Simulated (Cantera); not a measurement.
# Adiabatic ignition

An adiabatic, constant-pressure homogeneous reactor starts with 35.8 % CO, 1.18 % H2, 13.2 % O2, 49.8 % N2, at 1675 K and 5.00 bar.

Cantera simulation using GRI-Mech 3.0 (53 species, 325 reactions); the numbers are that mechanism's predictions, not measurements. The hydrogen kinetics of GRI-Mech 3.0 are dated; newer H2 mechanisms differ, most at raised pressure. Above 3000 K some thermodynamic fits are extrapolated.

| t (s) | T (K) | x CO | x H2 | x O2 | x H | x HO2 | x OH | x H2O2 |
|---|---|---|---|---|---|---|---|---|
| 2.00e-6 | 1675 | 0.358 | 0.0118 | 0.132 | 2.28e-5 | 3.23e-6 | 1.69e-5 | 5.50e-9 |
| 6.78e-6 | 1819 | 0.322 | 0.000854 | 0.0975 | 0.00639 | 4.77e-5 | 0.00294 | 4.29e-7 |
| 2.30e-5 | 2526 | 0.232 | 0.00110 | 0.0468 | 0.00722 | 7.67e-6 | 0.00635 | 6.56e-8 |
| 7.79e-5 | 2960 | 0.195 | 0.000992 | 0.0323 | 0.00271 | 4.01e-6 | 0.00646 | 4.79e-8 |
| 0.000264 | 3005 | 0.190 | 0.000988 | 0.0268 | 0.00227 | 3.82e-6 | 0.00603 | 5.02e-8 |
| 0.000894 | 3000 | 0.190 | 0.001000 | 0.0256 | 0.00225 | 3.67e-6 | 0.00591 | 4.91e-8 |
| 0.00303 | 3000 | 0.190 | 0.001000 | 0.0256 | 0.00225 | 3.67e-6 | 0.00591 | 4.91e-8 |
| 0.0103 | 3000 | 0.190 | 0.001000 | 0.0256 | 0.00225 | 3.67e-6 | 0.00591 | 4.91e-8 |
| 0.0348 | 3000 | 0.190 | 0.001000 | 0.0256 | 0.00225 | 3.67e-6 | 0.00591 | 4.91e-8 |
| 0.118 | 3000 | 0.190 | 0.001000 | 0.0256 | 0.00225 | 3.67e-6 | 0.00591 | 4.91e-8 |
| 0.400 | 3000 | 0.190 | 0.001000 | 0.0256 | 0.00225 | 3.67e-6 | 0.00591 | 4.91e-8 |
x: mole fraction; the columns are a selection and need not sum to one.

```json
{
  "time_of_steepest_temperature_rise": "8.44 µs",
  "temperature at 0.400 s": "3000 K",
  "equilibrium_temperature": "3000 K",
  "x(CO) at 0.400 s": "0.190 (gas-phase equilibrium 0.190)",
  "x(H2) at 0.400 s": "0.001000 (gas-phase equilibrium 0.001000)",
  "x(O2) at 0.400 s": "0.0256 (gas-phase equilibrium 0.0256)"
}
```
